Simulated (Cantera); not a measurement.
A closed system holds: 1 mol Al, 1.2 mol NH3, 22 mol N2, equilibrated at 477 °C and 10.0 Torr.

Cantera equilibrium calculation (NASA polynomials, part measured and part estimated; ideal gas, pure solids and liquids). Candidate condensed phases: Al, AlN; 13 gas species. Rates play no part.

Base state: N2 0.925, H2 0.0753 (mole fractions); condensed: AlN(s).

Task: What changes in the equilibrium state with this change: NH3 from 1.2 to 35 mol?

Result: 
| species | before | after |
|---|---|---|
| H2 | 0.0753 | 0.574 |
| N2 | 0.925 | 0.426 |
| NH3 | 1.35e-6 | 1.93e-5 |
| AlN(s), mol | 1.00 | 1.00 |
